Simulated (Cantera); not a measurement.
**Oxide etching and cleaning by halides: CaO + F2 + H2**

Charge: 1 mol CaO, a varied amount of F2, 28 mol H2, held at 725 °C and 1.00 Torr.

Cantera equilibrium calculation (NASA polynomials, part measured and part estimated; ideal gas, pure solids and liquids). Candidate condensed phases: Ca, CaF2, CaO, Ca(OH)2, H2O; 29 gas species. The numbers say what is thermodynamically allowed, not how fast it happens.

At 0.57 mol F2 the condensed part is CaF2(s) + CaO(s). From 2.5 mol F2 to 12 mol F2 the condensed part is CaF2(s).

| n(F2) (mol) | x H2 | x HF | x H2O | x H | x H2F2 | n CaF2(s) | n CaO(s) |
|---|---|---|---|---|---|---|---|
| 0.57 | 0.980 | 0.000228 | 0.0202 | 5.85e-8 | <1e-12 | 0.567 | 0.433 |
| 2.5 | 0.864 | 0.102 | 0.0339 | 5.50e-8 | 5.46e-10 | 1.00 | 0 |
| 4.4 | 0.752 | 0.217 | 0.0318 | 5.13e-8 | 2.48e-9 | 1.00 | 0 |
| 6.3 | 0.652 | 0.318 | 0.0300 | 4.77e-8 | 5.35e-9 | 1.00 | 0 |
| 8.3 | 0.558 | 0.414 | 0.0283 | 4.42e-8 | 9.04e-9 | 1.00 | 0 |
| 10 | 0.486 | 0.486 | 0.0270 | 4.13e-8 | 1.25e-8 | 1.00 | 0 |
| 12 | 0.410 | 0.564 | 0.0256 | 3.79e-8 | 1.68e-8 | 1.00 | 0 |
x: gas mole fraction; n: condensed amount in mol.
